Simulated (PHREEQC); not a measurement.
Consider water at 25 °C with 0.0016 mol NaHCO3, 2.9e-05 mol Na2B4O7 and 0.23 mol NaCl per kg of water. Closed to the air; pH follows from the charge balance.

Model: ion-association model, wateq4f.dat, run in PHREEQC.

No solid was allowed to form.

### Question
Estimate the pH, activity of water.

### Answer
pH 8.18; activity of water 0.992.

### Question
In which forms is B present?

### Answer
H3BO3 88 %, H2BO3- 12 % of the B.

Complexes and solids missing from the database can't appear.
